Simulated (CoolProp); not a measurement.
Vapour-liquid equilibrium of n-hexane (1) + n-decane (2) at 0.00118 MPa; x and y are mole fractions of (1).

The numbers come from the multi-fluid Helmholtz-energy mixture model, Thol 2019 and Lemmon 2006; pair parameters Kunz 2012 in CoolProp.

### Question
Give the bubble temperature and the first vapour's composition at x = 0.25, 0.55, 0.65. Is there an azeotrope?

### Answer
x = 0.25: 268.7 K, y = 0.989; x = 0.55: 255.3 K, y = 0.998; x = 0.65: 252.7 K, y = 0.999. No azeotrope shows between x = 0.05 and 0.95.

The pair parameters rest on a limited set of measurements; away from them the model extrapolates.
